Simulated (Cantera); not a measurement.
An adiabatic, constant-pressure homogeneous reactor starts with CH₄ : O₂ : N₂ = 1 : 0.952 : 3.58 (molar parts), equivalence ratio 2.1, at 1450 K and 3.55 atm.

Model: GRI-Mech 3.0 (53 species, 325 reactions), integrated in Cantera.

Task: Predict: time of steepest temperature rise; temperature at 0.900 s; equilibrium temperature; x(O₂) at 0.900 s; x(H₂O) at 0.900 s; x(N₂O) at 0.900 s; x(OH) at 0.900 s; x(CH₂O) at 0.900 s.

Result: 
| Property | Result |
|---|---|
| time of steepest temperature rise | 1.07 ms |
| temperature at 0.900 s | 2440 K |
| equilibrium temperature | 2440 K |
| x(O₂) at 0.900 s | 2.48e-6 (gas-phase equilibrium 2.48e-6) |
| x(H₂O) at 0.900 s | 0.121 (gas-phase equilibrium 0.121) |
| x(N₂O) at 0.900 s | 5.16e-9 (gas-phase equilibrium 5.16e-9) |
| x(OH) at 0.900 s | 0.000560 (gas-phase equilibrium 0.000560) |
| x(CH₂O) at 0.900 s | 3.53e-8 (gas-phase equilibrium 3.53e-8) |
